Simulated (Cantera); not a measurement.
Charge: 1 mol Si₃H₈, 1.1 mol HCl, 200 mol N₂, held at 0.825 Torr.

These are equilibrium values from Cantera (NASA tables, ideal gas, pure condensed phases), not measurements of a reactor. Candidate condensed phases: NH₄Cl, Si, Si₃N₄; 28 gas species. The feed counts by its element totals alone. N₂ is the only nitrogen source here; it is nearly inert below about 1500 K, so the nitride shown seldom forms there in practice. Rates play no part. All values below are at 1448 K.

Base state: N₂ 0.975, H₂ 0.0199, HCl 0.00494, SiCl₂ 0.000232, H 3.92e-5 (mole fractions); condensed: Si₃N₄(s).

### Question
What changes in the equilibrium state with this change: Si₃H₈ replaced by SiH₂Cl₂?

### Answer
```csv
species,before,after
N₂,0.975,0.985
HCl,0.00494,0.00812
H₂,0.0199,0.00357
SiCl₂,0.000232,0.00348
SiCl₃,9.51e-7,5.52e-5
Cl,7.93e-6,3.07e-5
H,3.92e-5,1.66e-5
"Si₃N₄(s), mol",0.984,0.0942
```
The tables' values for SiCl₃ are old estimates; treat these amounts as uncertain.
